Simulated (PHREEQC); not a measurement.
0.03 g of hydrous ferric oxide (600 m²/g; 0.2 weak and 0.005 strong sites per Fe, Dzombak-Morel constants, diffuse double layer) in 1 kg of water with 0.3 mol/kgw of an inert sodium salt and 0.0013 mmol/kgw NaF and 0.0015 mmol/kgw Na2SeO4, at 25 °C; the pH is set by adding NaOH or the inert anion's acid. O2 is buffered at 0.21 atm. The system is closed to CO2. Nothing may precipitate in this run.

Base run: PHREEQC, ion-association model, wateq4f.dat. Each further column changes one thing. The table gives F sorbed (%).

```json
[
 {"pH": "3", "base": "6.8", "background salt from 0.3 to 0.03 mol/kgw": "___", "oxide from 0.03 to 0.15 g/kgw": "27.5", "1.2e-05 mol/kgw Na2HAsO4 added": "___"},
 {"pH": "4", "base": "10.5", "background salt from 0.3 to 0.03 mol/kgw": "47.4", "oxide from 0.03 to 0.15 g/kgw": "37.8", "1.2e-05 mol/kgw Na2HAsO4 added": "___"},
 {"pH": "5", "base": "7.9", "background salt from 0.3 to 0.03 mol/kgw": "___", "oxide from 0.03 to 0.15 g/kgw": "30.5", "1.2e-05 mol/kgw Na2HAsO4 added": "3.7"},
 {"pH": "6", "base": "3.3", "background salt from 0.3 to 0.03 mol/kgw": "9.2", "oxide from 0.03 to 0.15 g/kgw": "___", "1.2e-05 mol/kgw Na2HAsO4 added": "1.3"},
 {"pH": "7", "base": "0.9", "background salt from 0.3 to 0.03 mol/kgw": "___", "oxide from 0.03 to 0.15 g/kgw": "4.2", "1.2e-05 mol/kgw Na2HAsO4 added": "0.2"},
 {"pH": "8", "base": "0.2", "background salt from 0.3 to 0.03 mol/kgw": "0.2", "oxide from 0.03 to 0.15 g/kgw": "0.8", "1.2e-05 mol/kgw Na2HAsO4 added": "0.0"},
 {"pH": "9", "base": "0.0", "background salt from 0.3 to 0.03 mol/kgw": "0.0", "oxide from 0.03 to 0.15 g/kgw": "0.2", "1.2e-05 mol/kgw Na2HAsO4 added": "0.0"}
]
```

**Question.** What belongs in the gaps?

**Answer.** 
- 3, background salt from 0.3 to 0.03 mol/kgw: 39.9
- 3, 1.2e-05 mol/kgw Na2HAsO4 added: 3.9
- 4, 1.2e-05 mol/kgw Na2HAsO4 added: 5.4
- 5, background salt from 0.3 to 0.03 mol/kgw: 27.9
- 6, oxide from 0.03 to 0.15 g/kgw: 14.7
- 7, background salt from 0.3 to 0.03 mol/kgw: 1.8

The oxide is taken as insoluble; below pH 4 it would dissolve.
